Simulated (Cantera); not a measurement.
**Equilibrium for boron, boron nitride and boron oxide: BF₃ + NH₃**

Input: 1 mol BF₃, a varied amount of NH₃, at 0.100 bar.

These are equilibrium values from Cantera (NASA tables, ideal gas, pure condensed phases), not measurements of a reactor. Candidate condensed phases: B, BN; 31 gas species. The tables' values for BF₂ are old estimates. Kinetics and transport are ignored.

Stable condensed phases:

```
T in K \ n(NH₃) in mol
         0.15 0.24 0.38 0.59 0.92  1.4  2.3  3.5  5.6  8.7
   2200     A    A    A    A    A    A    A    A    A    A
   2125     A    A    A    A    A    A    A    A    A    A
   2050     A    A    A    A    A    A    A    A    A    A
   1975     A    A    A    A    A    A    A    A    A    A
   1900     A    A    A    A    A    A    A    A    A    B
   1825     A    A    A    A    A    B    B    B    B    B
   1750     A    A    A    B    B    B    B    B    B    B
   1675     A    B    B    B    B    B    B    B    B    B
   1600     B    B    B    B    B    B    B    B    B    B
```

A: gas only; B: BN.
